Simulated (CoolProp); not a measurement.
A single-stage vapour-compression cycle with the fluid: evaporating at 195.15 K (dew point), condensing at 249.15 K (bubble point), superheat 5 K, subcooling 5 K, compressor efficiency 0.6, no pressure losses. The same conditions are run with several fluids, on thermodynamics alone (safety and materials aside).

Model: reference Helmholtz-energy equation of state of each fluid (fluoroethane (R161): Wu 2012; hydrogen chloride: Thol 2018; propylene: Lemmon 2013; ethylene: Smukala 2000; propane: Lemmon 2009; ethane: Bücker 2006), in CoolProp.

Rank fluoroethane (R161), hydrogen chloride, propylene, ethylene, propane, ethane by cooling COP, highest first.

propane (1.81), propylene (1.80), fluoroethane (R161) (1.78), ethane (1.69), hydrogen chloride (1.61), ethylene (1.57)

| fluid | pressure ratio | discharge temperature (K) | refrigerating effect (kJ/kg) | volumetric capacity (kJ/m³) |
|---|---|---|---|---|
| fluoroethane (R161) | 18.1 | 375.8 | 375 | 109 |
| hydrogen chloride | 8.81 | 477.1 | 356 | 1200 |
| propylene | 13.3 | 345.4 | 370 | 188 |
| ethylene | 6.13 | 347.7 | 315 | 2130 |
| propane | 14.2 | 331.9 | 359 | 143 |
| ethane | 7.32 | 335.1 | 352 | 1150 |
